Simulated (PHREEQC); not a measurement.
Na2CO3 is added in steps, without added water, to 1 kg of water holding 2.7 mmol/kgw HF and 2.8 mmol/kgw NaF, at 25 °C. Oxygen is held at 0.21 atm. The system is closed to CO2. Only these solids could form: Nahcolite, Natron.

Base run: PHREEQC, ion-association model, wateq4f.dat. Each further column changes one thing. The table gives pH.

```tsv
Na2CO3 added (mol)	base	temperature from 25 to 40 °C	0.001 mol/kgw BaBr2 added	diluted 5-fold with water	no solid may form
0	3.33	3.42	3.32	3.61	3.33
0.00255	7.50	7.44	7.49	10.48	7.50
0.00595	10.14	9.94	9.99	10.73	10.14
0.0085	10.34	10.13	10.27	10.82	10.34
0.01105	10.46	10.23	10.41	10.88	10.46
0.01445	10.56	10.33	10.53	10.93	10.56
0.017	10.62	10.38	10.59	10.96	10.62
```

 Away from 25 °C the constants follow the database's enthalpies or fits; those with neither stay at their 25 °C values. Solids allowed in the column '0.001 mol/kgw BaBr2 added': BaF2, Witherite, Nahcolite, Natron.
